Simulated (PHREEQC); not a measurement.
A solution holds 0.0025 mol/kgw BaCl2 and 0.0011 mol/kgw NaF, at 25 °C. Closed to the air; pH follows from the charge balance.

All values are PHREEQC results (ion-association model, wateq4f.dat), not measurements.

The ionic strength comes out as 0.00860 mol/kgw. What activity coefficients do Ba+2, Cl-, F-, Na+ get?

Ba+2 0.69, Cl- 0.91, F- 0.91, Na+ 0.91.

This is a speciation only: nothing precipitates in the calculation.
